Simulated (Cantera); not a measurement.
A perfectly stirred reactor is fed with C₃H₈ : O₂ : N₂ = 1 : 4.17 : 15.7 (molar parts), at 1.01 bar; it is adiabatic with a 448 K inlet, and is followed from long to short residence time, starting on the burning branch (τ in s: 0.021, 0.0098, 0.0046, 0.0021, 0.00098, 0.00046, 0.00021, 9.9e-05, 4.6e-05).

Cantera simulation using GRI-Mech 3.0 (53 species, 325 reactions); the numbers are that mechanism's predictions, not measurements. GRI-Mech 3.0 was tuned for natural gas; its chemistry of propane as a main component is partial and can be far from experiment.

x: mole fraction; the columns are a selection and need not sum to one.

```tsv
τ (s)	T (K)	x C₃H₈	x O₂	x NO	x CO₂	x CO	x C₂H
0.021	2248	6.03e-7	0.00140	0.000581	0.0754	0.0560	5.48e-8
0.0098	2226	1.12e-6	0.00208	0.000544	0.0744	0.0567	8.54e-8
0.0046	2198	…	…	…	0.0732	0.0577	…
0.0021	2164	3.98e-6	0.00422	0.000400	0.0715	0.0589	2.03e-7
0.00098	2128	7.65e-6	0.00567	0.000319	0.0697	0.0603	3.21e-7
0.00046	2089	1.53e-5	0.00751	0.000247	0.0672	0.0622	5.32e-7
0.00021	2044	…	…	…	0.0632	0.0653	…
9.9e-5	1978	8.48e-5	0.0162	0.000115	0.0554	0.0714	1.80e-6
4.6e-5	448	0.0479	0.200	<1e-12	<1e-12	<1e-12	<1e-12
```

### Question
Fill in the missing entries.

### Answer

- 0.0046, x C₃H₈: 2.08e-6
- 0.0046, x O₂: 0.00300
- 0.0046, x NO: 0.000482
- 0.0046, x C₂H: 1.30e-7
- 0.00021, x C₃H₈: 3.39e-5
- 0.00021, x O₂: 0.0104
- 0.00021, x NO: 0.000181
- 0.00021, x C₂H: 9.62e-7
